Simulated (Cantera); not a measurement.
Mixture: CH4 : O2 : N2 = 1 : 2.3 : 8.64 (molar parts), at 9.87 atm, adiabatic and at constant volume. Ignition delay is the time to a rise of 400 K.

Computed with Cantera and GRI-Mech 3.0 (53 species, 325 reactions).

Task: Predict: delay at 1050 K; delay at 1150 K; delay at 1250 K; delay at 1350 K; delay at 1450 K; delay at 1550 K; delay at 1650 K; apparent activation energy between 1450 and 1650 K.

Result: 
- delay at 1050 K: 33.7 ms
- delay at 1150 K: 8.05 ms
- delay at 1250 K: 2.31 ms
- delay at 1350 K: 0.749 ms
- delay at 1450 K: 0.267 ms
- delay at 1550 K: 0.104 ms
- delay at 1650 K: 44.3 µs
- apparent activation energy between 1450 and 1650 K: 180 kJ/mol
